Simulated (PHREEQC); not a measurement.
Model water analysis in mmol/kgw, 55 °C, pH 6.36, pe 2.6:

| constituent | mmol/kgw |
|---|---|
| Na | 0.125 |
| K | 0.0374 |
| Ca | 0.0221 |
| Mg | 0.0161 |
| Cl | 0.168 |
| S(6) | 0.00718 |
| Alkalinity (meq/kgw) | 0.0607 |
| Si | 0.00111 |
| Fe(2) | 5.16e-05 |

Valence states are taken as typed.

Computed with PHREEQC (ion-association model, phreeqc.dat).

- ionic strength = 0.000287 mol/kgw
- charge-balance error = -0.9 %

```tsv
species	molality	activity	log γ
Cl-	0.000168	0.000165	-0.009
Na+	0.000125	0.000122	-0.009
HCO3-	6.09e-5	5.97e-5	-0.009
CO2	5.03e-5	5.03e-5	0.000
K+	3.74e-5	3.66e-5	-0.009
Ca+2	2.21e-5	2.03e-5	-0.036
Mg+2	1.60e-5	1.48e-5	-0.035
SO4-2	7.10e-6	6.54e-6	-0.036
H4SiO4	1.11e-6	1.11e-6	0.000
H+	4.45e-7	4.37e-7	-0.009
OH-	1.71e-7	1.68e-7	-0.009
Fe+2	5.09e-8	4.70e-8	-0.035
MgSO4	4.57e-8	4.57e-8	0.000
```

No solid was allowed to form. Constants without temperature data keep their 25 °C values here.
